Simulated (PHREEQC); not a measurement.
A solution holds 0.28 mol HF, 0.012 mol NH4HF2, 0.029 mol H2SiF6 and 0.00026 mol H2SO4 per kg of water, at 25 °C. Closed to the air; pH follows from the charge balance.

Model: ion-association model, wateq4f.dat, run in PHREEQC.

### Question
The ionic strength comes out as 0.0928 mol/kgw. What activity coefficients do F-, H+, NH4SO4-, HSO4-, SiF6-2 get?

### Answer
F- 0.77, H+ 0.83, NH4SO4- 0.79, HSO4- 0.78, SiF6-2 0.39.

Precipitation was switched off in this run. wateq4f.dat counts part of the HF as a dimer, H2F2, which phreeqc.dat doesn't know; its constant is uncertain. SiF6-2 is the database's only silicon fluoride.
